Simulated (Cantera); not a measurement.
Standard-state values (1 bar) from the NASA 1993 polynomials, evaluated with Cantera. Values are per mole of reaction as written; species without (g) are pure solids or liquids, kept so even where they would boil at 1 bar.

4 TiCl₃(g) = Ti + 3 TiCl₄(g)

| T (K) | ΔH° (kJ) | ΔS° (J/K) | ΔG° (kJ) | log10 K | condensed phases |
|---|---|---|---|---|---|
| 573 | -128.7 | -163.2 | -35.2 | 3.21 | Ti(α) |
| 673 | -127.9 | -161.9 | -18.9 | 1.47 | Ti(α) |
| 773 | -127.1 | -160.8 | -2.8 | 0.19 | Ti(α) |
| 873 | -126.1 | -159.6 | 13.2 | -0.79 | Ti(α) |
| 973 | -125.0 | -158.5 | 29.1 | -1.56 | Ti(α) |
| 1073 | [?] | [?] | [?] | [?] | Ti(α) |
| 1173 | -118.1 | -152.3 | 60.5 | -2.69 | Ti(β) |
| 1273 | [?] | [?] | [?] | [?] | Ti(β) |
| 1373 | [?] | [?] | [?] | [?] | Ti(β) |
| 1473 | -115.1 | -150.0 | 105.9 | -3.75 | Ti(β) |

**Question.** Some entries are withheld; supply them.

**Answer.** 
- 1073, ΔH° (kJ): -123.7
- 1073, ΔS° (J/K): -157.2
- 1073, ΔG° (kJ): 44.9
- 1073, log10 K: -2.19
- 1273, ΔH° (kJ): -117.3
- 1273, ΔS° (J/K): -151.6
- 1273, ΔG° (kJ): 75.7
- 1273, log10 K: -3.11
- 1373, ΔH° (kJ): -116.3
- 1373, ΔS° (J/K): -150.8
- 1373, ΔG° (kJ): 90.8
- 1373, log10 K: -3.46
